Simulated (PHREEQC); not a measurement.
PHREEQC input (ion-association model, wateq4f.dat):

```
SOLUTION_MASTER_SPECIES
  An  An-  0  An  62.0  # stands for a non-complexing anion
SOLUTION_SPECIES
  An- = An-
    -log_k 0
    -gamma 3.0 0
PHASES
  Fix_H+
    H+ = H+
    -log_k 0
SOLUTION 1
  temp 25
  units mmol/kgw
  pH 7 charge
  Na 300
  An 300
END
SELECTED_OUTPUT 1
  -reset false
  -pH true
  -pe true
  -ionic_strength true
  -water true
  -totals Na
  -molalities Hfo_wOH Hfo_wOH2+ Hfo_wO- Hfo_sOH Hfo_sOH2+ Hfo_sO-
USER_PUNCH 1
  -headings sigma psi
  10 PUNCH EDL("sigma", "Hfo"), EDL("psi", "Hfo")
PRINT
  -reset false
USE solution 1
SURFACE 1
  Hfo_wOH 0.00292135 600 1.3
  Hfo_sOH 7.30337e-05
EQUILIBRIUM_PHASES 1
  Fix_H+ -4 HAn 10
    -force_equality true
  O2(g) -0.68 10
END
# ... the last block is repeated for the other 12 points of pH, with NaOH or the acid as the point needs
```

Selected output (columns that matter, 13 of 13 rows; pH added in front):

```
pH	mu	Na	m_Hfo_wOH	m_Hfo_wOH2+	m_Hfo_wO-	m_Hfo_sOH	m_Hfo_sOH2+	m_Hfo_sO-	sigma	psi
4	0.30154	0.3	0.00016853	0.0027526	2.3639e-07	4.2133e-06	6.8814e-05	5.9097e-09	0.349	0.12286
4.67	0.30125	0.3	0.00052236	0.0023964	2.6085e-06	1.3059e-05	5.9909e-05	6.5212e-08	0.30354	0.11585
5.33	0.30094	0.3	0.0010732	0.0018337	1.4389e-05	2.6831e-05	4.5843e-05	3.5974e-07	0.2307	0.10218
6	0.30062	0.3	0.001612	0.0012621	4.7168e-05	4.0301e-05	3.1553e-05	1.1792e-06	0.15406	0.082598
6.67	0.30037	0.3	0.0019835	0.0008291	0.00010871	4.9588e-05	2.0728e-05	2.7178e-06	0.091347	0.059087
7.33	0.30018	0.3	0.0021758	0.00054749	0.00019809	5.4394e-05	1.3687e-05	4.9522e-06	0.044304	0.033083
8	0.30002	0.3	0.0022413	0.00036343	0.00031664	5.6032e-05	9.0857e-06	7.9161e-06	0.0059326	0.0047369
8.67	0.30013	0.30026	0.0022092	0.00023373	0.00047838	5.5231e-05	5.8432e-06	1.1959e-05	-0.031023	-0.023927
9.33	0.30033	0.30063	0.0020649	0.00013548	0.00072095	5.1622e-05	3.3871e-06	1.8024e-05	-0.07424	-0.050696
10	0.30067	0.30121	0.0017549	6.4001e-05	0.0011024	4.3873e-05	1.6e-06	2.7559e-05	-0.13167	-0.075242
10.67	0.30151	0.30233	0.0012622	2.2297e-05	0.0016368	3.1554e-05	5.5742e-07	4.092e-05	-0.20473	-0.096254
11.33	0.30428	0.30541	0.00068966	4.8935e-06	0.0022267	1.7242e-05	1.2234e-07	5.5667e-05	-0.28174	-0.11186
12	0.31615	0.31752	0.00024536	5.1548e-07	0.0026753	6.1339e-06	1.2887e-08	6.6883e-05	-0.33919	-0.12023
```
